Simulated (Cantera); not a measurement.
Input (Python, Cantera):

```python
import numpy as np
import cantera as ct

gas = ct.Solution("gri30.yaml")
gas.TPX = 1573, 97000, {'CH4': 2, 'O2': 1.67, 'N2': 6.27}
reactor = ct.IdealGasReactor(gas, energy="on", clone=False)
net = ct.ReactorNet([reactor])
net.rtol, net.atol = 1e-08, 1e-16
show = ['CH4', 'O2', 'O', 'NO', 'H', 'CO2', 'N2O']
times = np.geomspace(6e-06, 2, 10)

steps = ct.SolutionArray(gas, extra=["t"])
rows = []
print(f"{'t/s':>10s}{'T/K':>9s}{'P/Pa':>11s}" + "".join(f"{s:>11s}" for s in show))
for t in times:
    while net.time < t:
        t_next = net.step()
        steps.append(gas.state, t=t_next)
    rows.append([np.interp(t, steps.t, y) for y in (steps.T, steps.P, *steps(*show).X.T)])
    print(f"{t:10.3e}{rows[-1][0]:9.1f}{rows[-1][1]:11.4g}" + "".join(f"{x:11.3e}" for x in rows[-1][2:]))
rate = np.gradient(steps.T, steps.t)
print("integrator steps:", len(steps.t))
if steps.T.max() > steps.T[0] + 200:
    print(f"time of steepest temperature rise: {steps.t[rate.argmax()]:.4e} s")
gas.TPX = 1573, 97000, {'CH4': 2, 'O2': 1.67, 'N2': 6.27}
gas.equilibrate("UV")
print(f"equilibrium (UV): T = {gas.T:.1f} K  " + "  ".join(f"{s} {gas[s].X[0]:.3e}" for s in show))
```

Result:

```
       t/s      T/K       P/Pa        CH4         O2          O         NO          H        CO2        N2O
 6.000e-06   1573.0    9.7e+04  2.012e-01  1.680e-01  1.136e-08  1.781e-15  5.303e-08  1.808e-11  4.202e-12
 2.465e-05   1572.9  9.699e+04  2.012e-01  1.680e-01  2.436e-08  1.290e-14  7.000e-08  1.176e-09  5.401e-11
 1.013e-04   1572.8  9.699e+04  2.009e-01  1.679e-01  1.079e-07  1.843e-13  2.057e-07  1.327e-07  4.759e-10
 4.160e-04   1585.3  9.783e+04  1.966e-01  1.656e-01  5.941e-07  4.907e-12  2.017e-06  1.208e-05  4.348e-09
 1.709e-03   2620.6  2.011e+05  1.469e-10  1.046e-05  5.868e-05  3.858e-04  1.390e-02  1.019e-02  2.030e-08
 7.021e-03   2622.3  2.012e+05  1.340e-10  1.067e-05  5.964e-05  1.697e-04  1.397e-02  1.022e-02  1.047e-08
 2.884e-02   2622.4  2.012e+05  1.337e-10  1.067e-05  5.967e-05  1.619e-04  1.398e-02  1.022e-02  1.026e-08
 1.185e-01   2622.4  2.012e+05  1.337e-10  1.067e-05  5.967e-05  1.619e-04  1.398e-02  1.022e-02  1.026e-08
 4.868e-01   2622.4  2.012e+05  1.337e-10  1.067e-05  5.967e-05  1.619e-04  1.398e-02  1.022e-02  1.026e-08
 2.000e+00   2622.4  2.012e+05  1.337e-10  1.067e-05  5.967e-05  1.619e-04  1.398e-02  1.022e-02  1.026e-08
integrator steps: 1971
time of steepest temperature rise: 7.8586e-04 s
equilibrium (UV): T = 2622.4 K  CH4 1.497e-10  O2 1.067e-05  O 5.967e-05  NO 1.619e-04  H 1.398e-02  CO2 1.022e-02  N2O 1.026e-08
```

Cantera simulation using GRI-Mech 3.0 (53 species, 325 reactions); the numbers are that mechanism's predictions, not measurements.
